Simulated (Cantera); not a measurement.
# Gas activation for diamond growth

An isothermal, constant-pressure homogeneous reactor starts with 1.67 % CH4, 98.3 % H2, at 1650 K and 11000 Pa.

Detailed kinetics in Cantera: GRI-Mech 3.0 (53 species, 325 reactions). GRI-Mech 3.0 stops at C3 and has no aromatics, soot or wall deposition, so with more carbon than oxygen in the feed, carbon stays in small species such as C2H2 where larger ones or solid carbon would form.

```tsv
t (s)	x CH4	x H2	x C2H6	x C2H4	x CH2	x C2H2
2.00e-6	0.0167	0.983	<1e-12	<1e-12	<1e-12	<1e-12
7.13e-6	0.0167	0.983	<1e-12	<1e-12	<1e-12	<1e-12
2.54e-5	0.0167	0.983	<1e-12	<1e-12	<1e-12	<1e-12
9.06e-5	0.0167	0.983	9.79e-12	6.76e-12	1.57e-12	<1e-12
0.000323	0.0167	0.983	3.54e-10	2.95e-10	2.09e-11	1.19e-12
0.00115	0.0167	0.983	1.02e-8	1.35e-8	2.67e-10	2.64e-10
0.00410	0.0167	0.983	1.50e-7	6.08e-7	3.10e-9	8.28e-8
0.0146	0.0166	0.983	6.73e-7	9.12e-6	1.75e-8	1.34e-5
0.0521	0.0163	0.983	7.82e-7	1.37e-5	2.20e-8	0.000166
0.186	0.0152	0.984	6.85e-7	1.63e-5	2.07e-8	0.000696
0.662	0.0123	0.985	4.55e-7	2.38e-5	1.71e-8	0.00213
2.36	0.00726	0.988	1.68e-7	3.85e-5	1.05e-8	0.00459
8.42	0.00317	0.990	3.94e-8	5.22e-5	4.77e-9	0.00660
30.0	0.00186	0.991	1.97e-8	5.69e-5	2.85e-9	0.00724
```
x: mole fraction; the columns are a selection and need not sum to one.

Equilibrium at this temperature and pressure: CH4 0.00180, H2 0.991, C2H6 1.91e-8, C2H4 5.72e-5, CH2 2.76e-9, C2H2 0.00727 (gas phase only).
